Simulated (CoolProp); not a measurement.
Properties of ammonia along the isobar 43200 kPa.

The numbers come from the reference Helmholtz-energy equation of state, Gao 2020 in CoolProp.

```csv
T (K),phase,cp (kJ/(kg K)),speed of sound (m/s),isothermal compressibility (1/MPa),expansivity (1/kK),conductivity (mW/(m K)),fugacity coefficient
380.8,liquid,4.810,1132,0.002646,2.785,372,0.1763
399.4,liquid,4.952,1035,0.003462,3.138,340,0.2257
418,supercritical,5.125,(withheld),0.004627,3.578,308,0.2794
436.6,supercritical,5.331,855.6,0.006305,4.115,(withheld),0.3359
455.2,supercritical,5.554,(withheld),0.008679,4.731,247,0.3937
473.8,supercritical,5.743,711.7,0.01181,5.338,220,0.4509
492.4,supercritical,5.814,662.2,(withheld),5.762,195,0.5061
511,supercritical,5.711,629.5,0.01884,5.843,175,0.5579
529.6,supercritical,5.468,611.8,0.02143,5.594,160,0.6057
548.2,supercritical,5.175,604.9,0.02308,5.162,149,0.6493
```

Question: What belongs in the gaps?

Answer: 
- 418, speed of sound (m/s): 942.6
- 436.6, conductivity (mW/(m K)): 276
- 455.2, speed of sound (m/s): 777.3
- 492.4, isothermal compressibility (1/MPa): 0.01543

Thermal conductivity comes from a separate model (Tufeu 1984).
